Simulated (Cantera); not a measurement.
Charge: 1 mol CH2F2, 0.96 mol F2, 0.62 mol H2, equilibrated at 1602 °C and 0.230 bar.

Equilibrium computed with Cantera from the NASA thermochemical tables; the gas is ideal and each condensed phase is pure. Candidate condensed phases: C, C6H6, C7H8, C8H18; 95 gas species. Gases not in the tables: C2F6 and larger saturated fluorocarbons. Rates play no part.

Base state: HF 0.949, CF4 0.0487, CF2 0.00170, F 0.000448, CF3 0.000176 (mole fractions); condensed: C(graphite).

### Question
What changes in the equilibrium state with this change: temperature from 1602 °C to 2002 °C?

### Answer
```json
[
 {"species": "HF", "before": "0.949", "after": "0.926"},
 {"species": "CF4", "before": "0.0487", "after": "0.0293"},
 {"species": "CF2", "before": "0.00170", "after": "0.0292"},
 {"species": "F", "before": "0.000448", "after": "0.0141"},
 {"species": "CF", "before": "1.07e-6", "after": "0.000214"},
 {"species": "H", "before": "9.46e-7", "after": "2.26e-5"},
 {"species": "C(graphite), mol", "before": "0.827", "after": "0.789"}
]
```

### Question
What changes in the equilibrium state with this change: CH2F2 replaced by CH3Cl?

### Answer
```json
[
 {"species": "HF", "before": "0.949", "after": "0.536"},
 {"species": "HCl", "before": "0", "after": "0.278"},
 {"species": "H2", "before": "4.79e-7", "after": "0.184"},
 {"species": "CF4", "before": "0.0487", "after": "<1e-9"},
 {"species": "CF2", "before": "0.00170", "after": "1.41e-9"},
 {"species": "Cl", "before": "0", "after": "0.000672"},
 {"species": "CF3", "before": "0.000176", "after": "<1e-9"},
 {"species": "C2H2 (acetylene)", "before": "<1e-9", "after": "5.84e-5"},
 {"species": "F", "before": "0.000448", "after": "4.08e-7"},
 {"species": "C(graphite), mol", "before": "0.827", "after": "1.000"}
]
```
